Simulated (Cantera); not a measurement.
Input: 1 mol Al(CH3)3, 29 mol N2O, 4.6 mol H2, 1.1 mol NH3, equilibrated at 0.000310 bar.

Cantera equilibrium calculation (NASA polynomials, part measured and part estimated; ideal gas, pure solids and liquids). Candidate condensed phases: Al, AlN, Al2O3, C, C6H6, C7H8, C8H18, H2O; 148 gas species. The feed counts by its element totals alone. Kinetics and transport are ignored.

x: gas mole fraction; n: condensed amount in mol.

```tsv
T (K)	x N2	x H2O	x O2	x CO2	x OH	x NO	n Al2O3(s)
1025	0.607	0.221	0.110	0.0616	?	2.60e-5	0.500
1125	0.607	0.221	0.110	0.0616	?	6.75e-5	0.500
1225	0.607	0.221	0.110	0.0616	?	0.000150	0.500
1325	0.607	0.221	0.110	0.0616	?	0.000295	0.500
1425	0.607	0.221	0.110	0.0616	?	0.000528	0.500
1525	0.606	0.220	0.110	0.0615	?	0.000875	0.500
1625	0.606	0.219	0.109	0.0613	?	0.00136	0.500
1725	0.604	0.217	0.109	0.0605	?	0.00201	0.500
```

Fill in the missing entries.


- 1025, x OH: 1.77e-6
- 1125, x OH: 9.63e-6
- 1225, x OH: 3.98e-5
- 1325, x OH: 0.000133
- 1425, x OH: 0.000375
- 1525, x OH: 0.000921
- 1625, x OH: 0.00202
- 1725, x OH: 0.00405
